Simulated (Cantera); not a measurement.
Charge: 1 mol Si₂H₆, a varied amount of H₂O, held at 1227 °C and 4.20 mbar.

Method: chemical equilibrium by Gibbs-energy minimisation in Cantera with the NASA 1993 tables (ideal gas, pure condensed phases). Candidate condensed phases: H₂O, Si, SiO₂; 18 gas species. The feed counts by its element totals alone. Mutual solubility and eutectic melting of coexisting phases are not modelled. The tables hold silica as quartz up to 1696 K and as liquid above; real silica turns to tridymite and cristobalite and melts near 1996 K. The numbers say what is thermodynamically allowed, not how fast it happens.

Which condensed phases are stable at each of these points (n(H₂O) (mol)): 1.3, 1.6, 2, 2.6, 3.3, 4.1, 5.2?


| n(H₂O) (mol) | condensed phases | Si condensed (%) |
|---|---|---|
| 1.3 | Si(s) + SiO₂(β-quartz) | 69.7 |
| 1.6 | Si(s) + SiO₂(β-quartz) | 67.6 |
| 2 | Si(s) + SiO₂(β-quartz) | 64.8 |
| 2.6 | Si(s) + SiO₂(β-quartz) | 60.6 |
| 3.3 | SiO₂(β-quartz) | 65.0 |
| 4.1 | SiO₂(β-quartz) | 100.0 |
| 5.2 | SiO₂(β-quartz) | 100.0 |

From 1.3 mol H₂O to 2.6 mol H₂O the condensed part is Si(s) + SiO₂(β-quartz). From 3.3 mol H₂O to 5.2 mol H₂O the condensed part is SiO₂(β-quartz).
